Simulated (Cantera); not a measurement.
A closed system holds: 1 mol Si3N4, 0.28 mol C, 0.013 mol N2, equilibrated at 2675 °C and 22.0 Pa.

Cantera equilibrium calculation (NASA polynomials, part measured and part estimated; ideal gas, pure solids and liquids). The tables' values for SiN are old estimates; treat these amounts as uncertain. Kinetics and transport are ignored.

```json
[
 {"species": "Si", "before": "0.574", "after": "0.596"},
 {"species": "N2", "before": "0.384", "after": "0.399"},
 {"species": "C", "before": "0.0181", "after": "0.00212"},
 {"species": "CN", "before": "0.0131", "after": "0.00156"},
 {"species": "C3", "before": "0.00177", "after": "2.85e-6"},
 {"species": "C2", "before": "0.00137", "after": "1.88e-5"},
 {"species": "SiC2", "before": "0.00738", "after": "0.000105"},
 {"species": "SiC", "before": "0.000232", "after": "2.83e-5"},
 {"species": "Si2C", "before": "7.44e-5", "after": "9.41e-6"},
 {"species": "Si2", "before": "4.14e-5", "after": "4.47e-5"}
]
```
Gas species are given as mole fractions.

Q: Name the change that produced these shifts.
A. C from 0.28 to 0.094 mol
B. C from 0.28 to 0.02 mol
C. temperature from 2675 °C to 1825 °C
D. C from 0.28 to 0.088 mol

A: B, C from 0.28 to 0.02 mol
